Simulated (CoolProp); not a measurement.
A single-stage vapour-compression cycle with R114: evaporating at 297.15 K (dew point), condensing at 331.15 K (bubble point), superheat 2 K, subcooling 2 K, compressor efficiency 0.8, no pressure losses. Each further row changes one setting.

Model: reference Helmholtz-energy equation of state, Platzer 1990, in CoolProp. This equation is an older, rougher fit; its heat capacities, sound speeds and derivatives of the liquid may be far off and weren't checked against measurements.

```csv
case,cooling COP,pressure ratio,discharge temperature (K),refrigerating effect (kJ/kg),volumetric capacity (kJ/m³)
as stated,…,2.65,331.2,97.3,1480
evaporating temperature 302.15 K,…,2.26,331.2,100,1780
condensing temperature 326.15 K,…,2.33,326.2,102,1560
subcooling 7 K,6.20,2.65,331.2,102,1560
superheat 12 K,…,2.65,338.7,104,1530
compressor efficiency 0.7,5.15,2.65,331.6,97.3,1480
```

Question: Some entries are withheld; supply them.

Answer: 
- as stated, cooling COP: 5.89
- evaporating temperature 302.15 K, cooling COP: 7.21
- condensing temperature 326.15 K, cooling COP: 7.13
- superheat 12 K, cooling COP: 6.02

The compression ends wet for: as stated; evaporating temperature 302.15 K; condensing temperature 326.15 K; subcooling 7 K.
